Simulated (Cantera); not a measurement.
Feed: 1 mol AlCl3, 25 mol N2, 0.63 mol N2O, held at 100000 Pa.

Equilibrium computed with Cantera from the NASA thermochemical tables; the gas is ideal and each condensed phase is pure. Candidate condensed phases: Al, AlCl3, AlN, Al2O3; 24 gas species. The tables' values for AlCl2 are old estimates; treat these amounts as uncertain. Equilibrium is a limit: real reactors are often held back by kinetics, nucleation or transport. All values below are at 2100 K.

Base state: N2 0.934, Cl 0.0426, AlCl3 0.0210, Cl2 0.00161, AlCl2 0.000243, NO 0.000106, AlOCl 4.71e-5, O2 2.03e-5 (mole fractions); condensed: Al2O3(s).

Task: What changes in the equilibrium state with this change: pressure from 100000 Pa to 1100 Pa?

Result: 
```csv
species,before,after
N2,0.934,0.915
Cl,0.0426,0.0637
AlCl3,0.0210,0.00820
AlCl,4.50e-6,0.00651
O2,2.03e-5,1.92e-7
Cl2,0.00161,3.95e-5
AlCl2,0.000243,0.00577
AlOCl,4.71e-5,0.000696
"Al2O3(s), mol",0.208,0.203
```
